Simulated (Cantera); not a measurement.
What does this Cantera script print?

```python
import numpy as np
import cantera as ct

gas_names = """
    F FO FO2 F2 F2O H HF HOF HO2 H2 H2F2 H2O H2O2 H3F3 H4F4 H5F5 H6F6 H7F7 O OH O2 O3
""".split()
cond_names = """
    H2O(s) H2O(L)
""".split()


# ... load() reads the species with a 1 bar reference pressure and builds the phases ...
atoms = {
    'HF': {'H': 1, 'F': 1},
    'H2O': {'H': 2, 'O': 1},
    'H2': {'H': 2},
}
top_T = {}  # K; cautious upper limits of use, not melting points


# ... equilibrate(T, P, feed) seeds the gas with the atoms and calls Mixture.equilibrate('TP', solver="vcs", rtol=1e-11, max_steps=5000) ...
results = []
T = 1273  # K
P = 10000  # Pa
for m in [0.069, 0.12, 0.19, 0.32, 0.54, 0.91, 1.5, 2.6, 4.3, 7.1, 12]:
    feed = {'HF': 1, 'H2O': 0.047, 'H2': m}  # mol
    mix = equilibrate(T, P, feed)
    results.append((T, P, feed, dict(zip(mix.species_names, mix.species_moles))))
    x = sorted(zip(gas.X, gas.species_names), reverse=True)
    print(f"T = {T:g} K  P = {P:g} Pa  n(H2) = {m:g} mol  gas = {mix.phase_moles(0):.4g} mol")
    print("   x: " + "  ".join(f"{s} {v:.3e}" for v, s in x if v > 1e-05))
    print("   condensed (mol): " + ("  ".join(f"{mix.phase(i).name} {mix.phase_moles(i):.4g}"
          for i in range(1, mix.n_phases) if mix.phase_moles(i) > 1e-12) or "none"))
```

It prints:

```
T = 1273 K  P = 10000 Pa  n(H2) = 0.069 mol  gas = 1.116 mol
   x: HF 8.961e-01  H2 6.183e-02  H2O 4.211e-02
   condensed (mol): none
T = 1273 K  P = 10000 Pa  n(H2) = 0.12 mol  gas = 1.167 mol
   x: HF 8.569e-01  H2 1.028e-01  H2O 4.027e-02
   condensed (mol): none
T = 1273 K  P = 10000 Pa  n(H2) = 0.19 mol  gas = 1.237 mol
   x: HF 8.084e-01  H2 1.536e-01  H2O 3.800e-02
   condensed (mol): none
T = 1273 K  P = 10000 Pa  n(H2) = 0.32 mol  gas = 1.367 mol
   x: HF 7.315e-01  H2 2.341e-01  H2O 3.438e-02
   condensed (mol): none
T = 1273 K  P = 10000 Pa  n(H2) = 0.54 mol  gas = 1.587 mol
   x: HF 6.301e-01  H2 3.403e-01  H2O 2.962e-02
   condensed (mol): none
T = 1273 K  P = 10000 Pa  n(H2) = 0.91 mol  gas = 1.957 mol
   x: HF 5.110e-01  H2 4.650e-01  H2O 2.402e-02
   condensed (mol): none
T = 1273 K  P = 10000 Pa  n(H2) = 1.5 mol  gas = 2.547 mol
   x: H2 5.889e-01  HF 3.926e-01  H2O 1.845e-02
   condensed (mol): none
T = 1273 K  P = 10000 Pa  n(H2) = 2.6 mol  gas = 3.647 mol
   x: H2 7.129e-01  HF 2.742e-01  H2O 1.289e-02
   condensed (mol): none
T = 1273 K  P = 10000 Pa  n(H2) = 4.3 mol  gas = 5.347 mol
   x: H2 8.042e-01  HF 1.870e-01  H2O 8.790e-03
   condensed (mol): none
T = 1273 K  P = 10000 Pa  n(H2) = 7.1 mol  gas = 8.147 mol
   x: H2 8.715e-01  HF 1.227e-01  H2O 5.769e-03
   condensed (mol): none
T = 1273 K  P = 10000 Pa  n(H2) = 12 mol  gas = 13.05 mol
   x: H2 9.197e-01  HF 7.665e-02  H2O 3.602e-03
   condensed (mol): none
```

Cantera equilibrium calculation (NASA polynomials, part measured and part estimated; ideal gas, pure solids and liquids).
